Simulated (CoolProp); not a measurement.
Vapour-liquid equilibrium of R13 (1) + n-butane (2) at 0.39 MPa; x and y are mole fractions of (1).

Computed with CoolProp (multi-fluid Helmholtz-energy mixture model, Platzer 1990 and Bücker 2006; pair parameters Bell 2016). This equation is an older, rougher fit; its heat capacities, sound speeds and derivatives of the liquid may be far off and weren't checked against measurements.

```
x      bubble temperature, mixture model (K)  bubble temperature, Raoult's law (K)  y, mixture model  y, Raoult's law
-----  -------------------------------------  ------------------------------------  ----------------  ---------------
0.05                                   290.4                                 296.4               ___            0.439
0.125                                  266.9                                 278.3               ___            0.719
0.2                                      ___                                 266.0             0.886            0.840
0.275                                  246.1                                 257.0               ___            0.900
0.35                                   240.9                                 250.0             0.944            0.935
0.425                                  237.3                                 244.5             0.956            0.956
0.5                                    234.5                                 239.9             0.965            0.969
0.575                                    ___                                 236.0             0.971            0.979
0.65                                   230.2                                 232.6             0.976            0.985
0.725                                  228.3                                 229.7             0.981            0.990
0.8                                    226.4                                 227.0               ___            0.994
0.875                                  224.6                                 224.7             0.991            0.997
0.95                                   222.6                                 222.6             0.996            0.999
```

### Question
Some entries are withheld; supply them.

### Answer

- 0.05, y, mixture model: 0.508
- 0.125, y, mixture model: 0.795
- 0.2, bubble temperature, mixture model (K): 253.9
- 0.275, y, mixture model: 0.924
- 0.575, bubble temperature, mixture model (K): 232.2
- 0.8, y, mixture model: 0.986

The largest gap from Raoult's law is -12.1 K in bubble temperature, at x = 0.2. No azeotrope shows between x = 0.05 and 0.95.

The pair parameters rest on a limited set of measurements; away from them the model extrapolates. With so large a gap from Raoult's law the liquid may split in two, which this calculation doesn't test in full.
